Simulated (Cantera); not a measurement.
Cantera run:

```python
import numpy as np
import cantera as ct

gas_names = """
    C CH CH2 CH3 CH2OH CH3O CH4 CH3OH CN CO CO2 COOH C2 C2H CHCO,ketyl C2H2,acetylene C2H2,vinylidene
    CH2CO,ketene C2H3,vinyl CH3CN CH3CO,acetyl C2H4 C2H4O,ethylen CH3CHO,ethanal CH3COOH (HCOOH)2 C2H5
    C2H6 CH3OCH3 C2H5OH CCN CNC C2N2 C2O C3 C3H3,propargyl C3H4,allene C3H4,propyne C3H4,cyclo-
    C3H5,allyl C3H6,propylene C3H6,cyclo- C3H6O C3H7,n-propyl C3H7,i-propyl C3H8 C3H8O,1propanol
    C3H8O,2propanol C3O2 C4 C4H2 C4H4,1,3-cyclo- C4H6,butadiene C4H6,2-butyne C4H6,cyclo- C4H8,1-butene
    C4H8,cis2-buten C4H8,tr2-butene C4H8,isobutene C4H8,cyclo- (CH3COOH)2 C4H9,n-butyl C4H9,i-butyl
    C4H9,s-butyl C4H9,t-butyl C4H10,isobutane C4H10,n-butane C4N2 C5 C5H6,1,3cyclo- C5H8,cyclo-
    C5H10,1-pentene C5H10,cyclo- C5H11,pentyl C5H11,t-pentyl C5H12,n-pentane C5H12,i-pentane
    CH3C(CH3)2CH3 C6H2 C6H5,phenyl C6H5O,phenoxy C6H6 C6H5OH,phenol C6H10,cyclo- C6H12,1-hexene
    C6H12,cyclo- C6H13,n-hexyl C7H7,benzyl C7H8 C7H8O,cresol C7H14,1-heptene C7H15,n-heptyl
    C7H16,n-heptane C8H8,styrene C8H10,ethylbenz C8H16,1-octene C8H17,n-octyl C8H18,isooctane
    C8H18,n-octane C9H19,n-nonyl C10H8,naphthale C10H21,n-decyl C12H9,o-bipheny C12H10,bipheny H HCN HCO
    HCCN HNC HNCO HNO HNO2 HNO3 HO2 H2 HCHO,formaldehy HCOOH H2O H2O2 N NCO NH NH2 NH3 NH2OH NO NO2 NO3
    N2 N2H2 N2H4 N2O O OH O2 O3
""".split()
cond_names = """
    C(gr) C6H6(L) C7H8(L) C8H18(L),n-octa H2O(s) H2O(L)
""".split()


def load(file, names, dense=False):
    # The tables refer to 1 bar. Condensed volumes are neglected.
    table = {s.name: s for s in ct.Species.list_from_file(file)}
    out = []
    for n in names:
        d = dict(table[n].input_data)
        d["thermo"] = dict(d["thermo"], **{"reference-pressure": 1e5})
        if dense:
            d["equation-of-state"] = {"model": "constant-volume", "density": "1e6 g/cm^3"}
        out.append(ct.Species.from_dict(d))
    return out


gas = ct.Solution(thermo="ideal-gas", species=load("nasa_gas.yaml", gas_names))
cond = {s.name: ct.Solution(thermo="fixed-stoichiometry", species=[s], name=s.name)
        for s in load("nasa_condensed.yaml", cond_names, dense=True)}
atoms = {
    'n-butane': {'C': 4, 'H': 10},
    'H2O': {'H': 2, 'O': 1},
    'N2': {'N': 2},
}
top_T = {'C(gr)': 4500}  # K; cautious upper limits of use, not melting points


def equilibrate(T, P, feed):
    n = {}
    for name, mol in feed.items():
        for a, k in atoms[name].items():
            n[a] = n.get(a, 0.0) + k * mol
    gas.TPX = T, P, n
    mass = sum(n.values()) * gas.mean_molecular_weight
    gas.equilibrate("TP")
    valid = [c for c in cond.values() if c.min_temp <= T <= top_T.get(c.name, c.max_temp)]
    mix = ct.Mixture([(gas, mass / gas.mean_molecular_weight)] + [(c, 0.0) for c in valid])
    mix.T, mix.P = T, P
    mix.equilibrate("TP", solver="vcs", rtol=1e-11, max_steps=5000)
    return mix


results = []
feed = {'n-butane': 1, 'H2O': 0.38, 'N2': 8.2}  # mol
P = 1000  # Pa
for T in [573, 673, 773, 873, 973, 1073, 1173, 1273, 1373, 1473, 1573, 1673]:
    mix = equilibrate(T, P, feed)
    results.append((T, P, feed, dict(zip(mix.species_names, mix.species_moles))))

top = {s: max(r[3][s] / sum(r[3][g] for g in gas_names) for r in results) for s in gas_names}
cols = sorted((s for s in top if top[s] > 1e-05), key=lambda s: -top[s])[:9]
seen = [c for c in cond_names if any(r[3].get(c, 0) > 1e-12 for r in results)]
print("log10 of partial pressures in bar; condensed amounts in mol")
print(f"{'T/K':>10s}" + "".join(f"{s[:9]:>10s}" for s in cols + seen))
for T, P, feed, n in results:
    ng = sum(n[g] for g in gas_names)
    print(f"{T:10.4g}" + "".join(f"{np.log10(max(n[s] / ng * P / 1e5, 1e-99)):10.3f}" for s in cols)
          + "".join(f"{n.get(c, 0):10.4g}" for c in seen))
```

It prints:

```
log10 of partial pressures in bar; condensed amounts in mol
       T/K        N2        H2       CH4       H2O        CO       CO2       HCN         H       NH3     C(gr)
       573    -2.180    -2.668    -3.022    -3.546    -5.739    -5.005   -12.922   -18.571    -6.263     2.806
       673    -2.214    -2.461    -3.738    -3.752    -4.328    -4.531   -11.017   -15.487    -6.669     3.652
       773    -2.228    -2.422    -4.518    -4.414    -3.670    -4.953    -9.658   -13.253    -7.149     3.647
       873    -2.231    -2.416    -5.179    -5.361    -3.574    -6.093    -8.621   -11.538    -7.558     3.618
       973    -2.231    -2.414    -5.720    -6.187    -3.566    -7.131    -7.801   -10.173    -7.892     3.618
      1073    -2.231    -2.414    -6.166    -6.866    -3.565    -7.982    -7.135    -9.061    -8.168     3.619
      1173    -2.231    -2.414    -6.539    -7.429    -3.565    -8.685    -6.583    -8.136    -8.399     3.619
      1273    -2.231    -2.414    -6.856    -7.904    -3.565    -9.274    -6.119    -7.354    -8.595     3.619
      1373    -2.231    -2.414    -7.126    -8.309    -3.565    -9.774    -5.724    -6.685    -8.764     3.617
      1473    -2.231    -2.414    -7.361    -8.658    -3.565   -10.203    -5.383    -6.105    -8.909     3.614
      1573    -2.231    -2.415    -7.566    -8.963    -3.565   -10.575    -5.086    -5.598    -9.037     3.608
      1673    -2.232    -2.416    -7.747    -9.231    -3.565   -10.900    -4.825    -5.151    -9.150     3.598
```

Cantera equilibrium calculation (NASA polynomials, part measured and part estimated; ideal gas, pure solids and liquids).
